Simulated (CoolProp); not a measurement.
C3F8 (R218) at several states: Z from the reference equation and from simpler models built on Tc = 71.9 °C, pc = 2.640 MPa, ω = 0.317; each cubic takes its own stable root.

Computed with CoolProp (reference Helmholtz-energy equation of state, Lemmon 2006). It is a short technical equation, of lower accuracy than the large ones.

```tsv
T (°C)	p (MPa)	phase	reference
9.35	0.355	gas	0.9007
156.85	2.47	gas	0.8545
-130.85	6.68	liquid	0.5420
```

Problem. How far does each simpler model (van der Waals, Redlich-Kwong) lie from the reference over these 3 states: mean and median of the absolute difference, and the worst?

Solution. 
- van der Waals: mean 23.0 %, median 4.1 %, worst +61.6 % at -130.85 °C and 6.68 MPa
- Redlich-Kwong: mean 4.8 %, median 3.2 %, worst +9.8 % at -130.85 °C and 6.68 MPa
